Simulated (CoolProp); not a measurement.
Dodecamethylpentasiloxane (MD3M) along the isobar 1.28 MPa: density (kg/m³) from the reference equation and from simpler models built on Tc = 628.0 K, pc = 0.9540 MPa, ω = 0.730; each cubic takes its own stable root.

Computed with CoolProp (reference Helmholtz-energy equation of state, Thol 2019).

```tsv
T (K)	phase	reference
247.2	liquid	920.5
273.5	liquid	895.1
299.8	liquid	870.0
326.1	liquid	844.9
352.4	liquid	819.7
378.7	liquid	794.2
405	liquid	768.2
431.3	liquid	741.5
457.6	liquid	713.8
```

Q: How far does each simpler model (van der Waals, Redlich-Kwong, Soave-Redlich-Kwong, Peng-Robinson) lie from the reference over these 9 states: mean and median of the absolute difference, and the worst?

A: 
- van der Waals: mean 44.5 %, median 44.5 %, worst -46.5 % at 247.2 K and 1.28 MPa
- Redlich-Kwong: mean 19.2 %, median 18.9 %, worst -20.9 % at 247.2 K and 1.28 MPa
- Soave-Redlich-Kwong: mean 13.6 %, median 13.2 %, worst -17.6 % at 247.2 K and 1.28 MPa
- Peng-Robinson: mean 3.2 %, median 2.6 %, worst -7.9 % at 247.2 K and 1.28 MPa
